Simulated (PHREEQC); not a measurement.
## Leach liquor

Dissolve 0.67 mol/kgw HCl, 0.0043 mol/kgw Al2(SO4)3 and 0.00081 mol/kgw MgSO4 at 82 °C. Closed to the air; pH follows from the charge balance.

The numbers come from PHREEQC with the ion-association model, wateq4f.dat.

No solid was allowed to form.

What pH, activity of water does the model give?

pH 0.32; activity of water 0.977.

In which forms is Al present?

Al+3 97 %, AlSO4+ 2.2 % of the Al.

The ionic strength is past about 0.7 mol/kgw, beyond the range of this activity model, so the values are rough. Species that the database lacks are ignored. Constants without temperature data keep their 25 °C values here.
